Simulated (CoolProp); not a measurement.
Computed with CoolProp (reference Helmholtz-energy equation of state, Zhou 2012).

Question: For p-xylene, give the phase and the density (kg/m³), cp (kJ/(kg K)), cv (kJ/(kg K)), fugacity coefficient at 256.25 °C and 0.873 MPa; 256.25 °C and 1.32 MPa; 256.25 °C and 3 MPa.

Answer: 
- 256.25 °C and 0.873 MPa: gas; density 25.7, cp 2.21, cv 2.01, fugacity coefficient 0.848
- 256.25 °C and 1.32 MPa: liquid; density 614, cp 2.64, cv 2.06, fugacity coefficient 0.675
- 256.25 °C and 3 MPa: liquid; density 623, cp 2.60, cv 2.05, fugacity coefficient 0.317
